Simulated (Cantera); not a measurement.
Charge: 1 mol B, 0.41 mol O₂, a varied amount of N₂, at 1725 K and 0.250 bar.

Equilibrium computed with Cantera from the NASA thermochemical tables; the gas is ideal and each condensed phase is pure. Candidate condensed phases: B, BN, B₂O₃; 17 gas species. Mutual solubility and eutectic melting of coexisting phases are not modelled. Rates play no part.

Problem. What share of the B ends up in condensed phases as a function of n(N₂) (mol), at 0.33, 0.57, 0.99, 1.7, 2.9, 5, 8.6, 15, 26, 44, 76?

Solution. 
| n(N₂) (mol) | B condensed (%) | as |
|---|---|---|
| 0.33 | 99.9 | BN(s) + B₂O₃(l) |
| 0.57 | 99.7 | BN(s) + B₂O₃(l) |
| 0.99 | 99.3 | BN(s) + B₂O₃(l) |
| 1.7 | 98.6 | BN(s) + B₂O₃(l) |
| 2.9 | 97.4 | BN(s) + B₂O₃(l) |
| 5 | 95.3 | BN(s) + B₂O₃(l) |
| 8.6 | 91.8 | BN(s) + B₂O₃(l) |
| 15 | 85.5 | BN(s) + B₂O₃(l) |
| 26 | 74.8 | BN(s) + B₂O₃(l) |
| 44 | 57.1 | BN(s) + B₂O₃(l) |
| 76 | 44.2 | BN(s) |
